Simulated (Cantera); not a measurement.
# Calcination and drying: LiOH + H₂O

Feed: 1 mol LiOH, 0.016 mol H₂O, at 11.0 Pa.

Method: chemical equilibrium by Gibbs-energy minimisation in Cantera with the NASA 1993 tables (ideal gas, pure condensed phases). Candidate condensed phases: H₂O, Li, LiH, LiOH, Li₂O; 17 gas species. Equilibrium is a limit: real reactors are often held back by kinetics, nucleation or transport.

From 948 K to 1498 K the condensed part is Li₂O(s). The main Li-bearing gas is LiOH throughout. The share of Li in condensed phases is highest at 948 K (100.0 %) and lowest at 1498 K (9.7 %).

```csv
T (K),log p H₂O,log p LiOH,log p Li₂O,log p Li,log p O₂,n Li₂O(s)
948,-3.96,-7.17,-14.10,-13.95,-10.02,0.500
998,-3.96,-6.66,-12.94,-12.81,-9.57,0.499
1048,-3.96,-6.20,-11.88,-11.77,-9.16,0.498
1098,-3.97,-5.79,-10.93,-10.84,-8.79,0.496
1148,-3.97,-5.41,-10.07,-9.99,-8.45,0.491
1198,-3.99,-5.08,-9.28,-9.21,-8.14,0.480
1248,-4.03,-4.78,-8.56,-8.49,-7.87,0.458
1298,-4.10,-4.53,-7.90,-7.83,-7.62,0.419
1348,-4.21,-4.32,-7.28,-7.22,-7.38,0.354
1398,-4.39,-4.16,-6.72,-6.68,-7.10,0.260
1448,-4.66,-4.06,-6.19,-6.19,-6.75,0.150
1498,-5.00,-4.02,-5.71,-5.75,-6.35,0.0486
```
log p: log10 of the partial pressure in bar; n: condensed amount in mol.
